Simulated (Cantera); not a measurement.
An adiabatic, constant-volume homogeneous reactor starts with 3.93 % CH4, 0.126 % C2H6, 0.126 % C3H8, 9.82 % O2, 86.0 % N2, equivalence ratio 0.91, at 1150 K and 975 Torr.

Model: GRI-Mech 3.0 (53 species, 325 reactions), integrated in Cantera.

x: mole fraction; the columns are a selection and need not sum to one.

```csv
t (s),T (K),P (bar),x CH4,x C2H6,x C3H8,x NO,x H,x HO2
7.00e-6,1150,1.30,0.0393,0.00126,0.00126,<1e-12,4.05e-10,5.48e-9
1.83e-5,1150,1.30,0.0393,0.00126,0.00126,<1e-12,5.54e-10,2.04e-8
4.77e-5,1150,1.30,0.0393,0.00126,0.00126,<1e-12,5.87e-10,6.19e-8
0.000124,1150,1.30,0.0393,0.00126,0.00126,<1e-12,6.70e-10,1.71e-7
0.000325,1150,1.30,0.0393,0.00126,0.00126,<1e-12,?,4.54e-7
0.000848,1150,1.30,0.0393,0.00126,0.00125,<1e-12,?,1.08e-6
0.00221,1150,1.30,0.0393,0.00126,0.00125,<1e-12,?,1.53e-6
0.00578,1150,1.30,0.0392,0.00126,0.00123,<1e-12,?,1.73e-6
0.0151,1152,1.30,0.0390,0.00126,0.00118,<1e-12,?,2.55e-6
0.0394,1165,1.32,0.0375,0.00129,0.000888,<1e-12,?,1.07e-5
0.103,2307,2.62,<1e-12,<1e-12,<1e-12,0.00247,0.000215,9.31e-7
0.268,2305,2.62,<1e-12,<1e-12,<1e-12,0.00337,0.000214,8.92e-7
0.700,2305,2.62,<1e-12,<1e-12,<1e-12,0.00338,0.000214,8.91e-7
```

Q: Complete the blanks.

A: 
- 0.000325, x H: 1.05e-9
- 0.000848, x H: 3.08e-9
- 0.00221, x H: 8.68e-9
- 0.00578, x H: 1.11e-8
- 0.0151, x H: 1.84e-8
- 0.0394, x H: 1.61e-7
